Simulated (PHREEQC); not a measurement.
**Acid rinse or clean: an equilibrium model**

Make-up at 25 °C: 0.0099 mol/kgw HBr and 0.011 mol/kgw ZnSO4. Closed to the air; pH follows from the charge balance.

Model: ion-association model, phreeqc.dat, run in PHREEQC.

Precipitation was switched off in this run.

Predict the pH.

pH 2.18.

In which forms is Zn present?

Zn+2 74 %, ZnSO4 25 %, Zn(SO4)2-2 1.2 % of the Zn.
